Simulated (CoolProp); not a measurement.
Vapour pressure (MPa) of dodecamethylcyclohexasiloxane (D6): the reference equation beside estimates from Tc = 645.8 K, pc = 0.9614 MPa, ω = 0.736. Clausius-Clapeyron is anchored at 488 K with a constant enthalpy of vaporisation of 47.95 kJ/mol.

Computed with CoolProp (reference Helmholtz-energy equation of state, Colonna 2008). It is a short technical equation, of lower accuracy than the large ones.

```tsv
T (K)	reference	Lee-Kesler	Clausius-Clapeyron	van der Waals	Redlich-Kwong	Soave-Redlich-Kwong	Peng-Robinson
467.1	0.02784	0.02792	0.02904	0.2273	0.1102	0.02812	0.02907
488	0.04928	0.04963	0.04928	0.2817	0.1554	0.05022	0.05124
508.9	0.08220	0.08307	0.08007	0.3437	0.2123	0.08445	0.08531
529.8	0.1305	0.1322	0.1252	0.4137	0.2821	0.1350	0.1353
550.7	0.1987	0.2015	0.1893	0.4921	0.3663	0.2065	0.2060
571.6	0.2926	0.2965	0.2775	0.5792	0.4659	0.3046	0.3029
592.5	0.4191	0.4238	0.3962	0.6751	0.5823	0.4350	0.4323
613.4	0.5874	0.5921	0.5520	0.7802	0.7163	0.6046	0.6013
```

Absolute difference from the reference over all 8 rows, mean and median: Lee-Kesler 1.0 and 1.1 %, Clausius-Clapeyron 4.0 and 4.5 %, van der Waals 257.8 and 182.3 %, Redlich-Kwong 123.8 and 100.3 %, Soave-Redlich-Kwong 3.0 and 3.2 %, Peng-Robinson 3.6 and 3.7 %.
